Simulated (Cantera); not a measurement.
**Gas-phase reforming**

An isothermal, constant-pressure homogeneous reactor starts with CH₄ : H₂O : H₂ = 1 : 1.8 : 0.52 (molar parts), at 2050 K and 0.118 atm.

Computed with Cantera and GRI-Mech 3.0 (53 species, 325 reactions).

```json
[
 {"t (s)": "1.00e-5", "x CH₄": "0.299", "x H₂O": "0.542", "x H₂": "0.157", "x CO": "9.05e-9", "x OH": "2.58e-5"},
 {"t (s)": "4.27e-5", "x CH₄": "0.289", "x H₂O": "0.539", "x H₂": "0.162", "x CO": "6.84e-6", "x OH": "9.77e-5"},
 {"t (s)": "0.000182", "x CH₄": "0.202", "x H₂O": "0.508", "x H₂": "0.237", "x CO": "0.00143", "x OH": "0.000289"},
 {"t (s)": "0.000777", "x CH₄": "0.0577", "x H₂O": "0.426", "x H₂": "0.412", "x CO": "0.0106", "x OH": "0.000292"},
 {"t (s)": "0.00331", "x CH₄": "0.0140", "x H₂O": "0.360", "x H₂": "0.495", "x CO": "0.0368", "x OH": "0.000295"},
 {"t (s)": "0.0141", "x CH₄": "0.00796", "x H₂O": "0.256", "x H₂": "0.577", "x CO": "0.0999", "x OH": "0.000204"},
 {"t (s)": "0.0603", "x CH₄": "0.00249", "x H₂O": "0.161", "x H₂": "0.650", "x CO": "0.166", "x OH": "0.000126"},
 {"t (s)": "0.257", "x CH₄": "1.14e-6", "x H₂O": "0.142", "x H₂": "0.665", "x CO": "0.179", "x OH": "0.000123"},
 {"t (s)": "1.10", "x CH₄": "1.61e-10", "x H₂O": "0.142", "x H₂": "0.665", "x CO": "0.179", "x OH": "0.000125"},
 {"t (s)": "4.69", "x CH₄": "1.61e-10", "x H₂O": "0.142", "x H₂": "0.665", "x CO": "0.179", "x OH": "0.000125"},
 {"t (s)": "20.0", "x CH₄": "1.61e-10", "x H₂O": "0.142", "x H₂": "0.665", "x CO": "0.179", "x OH": "0.000125"}
]
```
x: mole fraction; the columns are a selection and need not sum to one.

Equilibrium at this temperature and pressure: CH₄ 1.90e-10, H₂O 0.142, H₂ 0.665, CO 0.179, OH 0.000125 (gas phase only).
